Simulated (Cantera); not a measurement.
A closed system holds: 1 mol FeS₂, 58 mol H₂, 18 mol N₂, 1.1 mol H₂O, held at 2.70 bar.

Cantera equilibrium calculation (NASA polynomials, part measured and part estimated; ideal gas, pure solids and liquids). Candidate condensed phases: Fe, FeO, Fe(OH)₂, Fe(OH)₃, FeS, FeSO₄, FeS₂, Fe₂O₃, Fe₂(SO₄)₃, Fe₃O₄, H₂O, H₂SO₄, S; 38 gas species. FeS: taken at fixed stoichiometry. The numbers say what is thermodynamically allowed, not how fast it happens.

x: gas mole fraction; n: condensed amount in mol.

```json
[
 {"T (K)": "925", "x H₂": "0.739", "x N₂": "0.233", "x H₂O": "0.0143", "x H₂S": "0.0130", "x NH₃": "…", "x SH": "1.12e-8", "x H": "1.36e-10", "n FeS(s)": "1.00", "n FeS(l)": "0"},
 {"T (K)": "975", "x H₂": "0.739", "x N₂": "0.233", "x H₂O": "0.0143", "x H₂S": "0.0130", "x NH₃": "…", "x SH": "3.34e-8", "x H": "5.98e-10", "n FeS(s)": "1.00", "n FeS(l)": "0"},
 {"T (K)": "1025", "x H₂": "0.739", "x N₂": "0.233", "x H₂O": "0.0143", "x H₂S": "0.0130", "x NH₃": "…", "x SH": "8.98e-8", "x H": "2.28e-9", "n FeS(s)": "1.00", "n FeS(l)": "0"},
 {"T (K)": "1075", "x H₂": "0.739", "x N₂": "0.233", "x H₂O": "0.0143", "x H₂S": "0.0130", "x NH₃": "…", "x SH": "2.20e-7", "x H": "7.68e-9", "n FeS(s)": "1.00", "n FeS(l)": "0"},
 {"T (K)": "1125", "x H₂": "0.739", "x N₂": "0.233", "x H₂O": "0.0143", "x H₂S": "0.0130", "x NH₃": "…", "x SH": "5.00e-7", "x H": "2.32e-8", "n FeS(s)": "1.00", "n FeS(l)": "0"},
 {"T (K)": "1175", "x H₂": "0.739", "x N₂": "0.233", "x H₂O": "0.0143", "x H₂S": "0.0130", "x NH₃": "…", "x SH": "1.06e-6", "x H": "6.41e-8", "n FeS(s)": "1.00", "n FeS(l)": "0"},
 {"T (K)": "1225", "x H₂": "0.739", "x N₂": "0.233", "x H₂O": "0.0143", "x H₂S": "0.0130", "x NH₃": "…", "x SH": "2.11e-6", "x H": "1.63e-7", "n FeS(s)": "1.00", "n FeS(l)": "0"},
 {"T (K)": "1275", "x H₂": "0.739", "x N₂": "0.233", "x H₂O": "0.0143", "x H₂S": "0.0130", "x NH₃": "…", "x SH": "3.97e-6", "x H": "3.86e-7", "n FeS(s)": "1.00", "n FeS(l)": "0"},
 {"T (K)": "1325", "x H₂": "0.739", "x N₂": "0.233", "x H₂O": "0.0143", "x H₂S": "0.0130", "x NH₃": "…", "x SH": "7.14e-6", "x H": "8.56e-7", "n FeS(s)": "1.00", "n FeS(l)": "0"},
 {"T (K)": "1375", "x H₂": "0.739", "x N₂": "0.233", "x H₂O": "0.0143", "x H₂S": "0.0130", "x NH₃": "…", "x SH": "1.23e-5", "x H": "1.79e-6", "n FeS(s)": "1.00", "n FeS(l)": "0"},
 {"T (K)": "1425", "x H₂": "0.739", "x N₂": "0.233", "x H₂O": "0.0143", "x H₂S": "0.0129", "x NH₃": "…", "x SH": "2.04e-5", "x H": "3.57e-6", "n FeS(s)": "1.000", "n FeS(l)": "0"},
 {"T (K)": "1475", "x H₂": "0.739", "x N₂": "0.233", "x H₂O": "0.0143", "x H₂S": "0.0129", "x NH₃": "…", "x SH": "3.26e-5", "x H": "6.79e-6", "n FeS(s)": "0", "n FeS(l)": "1.000"}
]
```

Question: Complete the blanks.

Answer: 
- 925, x NH₃: 0.000823
- 975, x NH₃: 0.000571
- 1025, x NH₃: 0.000410
- 1075, x NH₃: 0.000303
- 1125, x NH₃: 0.000230
- 1175, x NH₃: 0.000179
- 1225, x NH₃: 0.000141
- 1275, x NH₃: 0.000114
- 1325, x NH₃: 9.32e-5
- 1375, x NH₃: 7.74e-5
- 1425, x NH₃: 6.51e-5
- 1475, x NH₃: 5.54e-5
